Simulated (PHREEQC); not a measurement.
**Buffer (model solution)**

Dissolve 0.078 mol/kgw NaHSO4 and 0.0022 mol/kgw Na2B4O7 at 35 °C. Closed to the air; pH follows from the charge balance.

All values are PHREEQC results (ion-association model, phreeqc.dat), not measurements.

No solid was allowed to form.

Problem. Predict the pH, ionic strength, specific conductance.

Solution. pH 1.59; ionic strength 0.141 mol/kgw; specific conductance 21300 µS/cm.

Problem. In which forms is Na present?

Solution. Na+ 95 %, NaSO4- 5.2 % of the Na.

Species that the database lacks are ignored.
